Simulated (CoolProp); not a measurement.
Vapour-liquid equilibrium of R22 (1) + n-pentane (2) at -35.25 °C; x and y are mole fractions of (1).

Computed with CoolProp (multi-fluid Helmholtz-energy mixture model, Kamei 1995 and Thol 2019; pair parameters Bell 2016).

Give the bubble pressure and the first vapour's composition at x = 0.35, 0.65, 0.8. Is there an azeotrope?

x = 0.35: 0.08094 MPa, y = 0.965; x = 0.65: 0.1034 MPa, y = 0.978; x = 0.8: 0.1124 MPa, y = 0.984. No azeotrope shows between x = 0.05 and 0.95.

The pair parameters rest on a limited set of measurements; away from them the model extrapolates. With so large a gap from Raoult's law the liquid may split in two, which this calculation doesn't test in full.
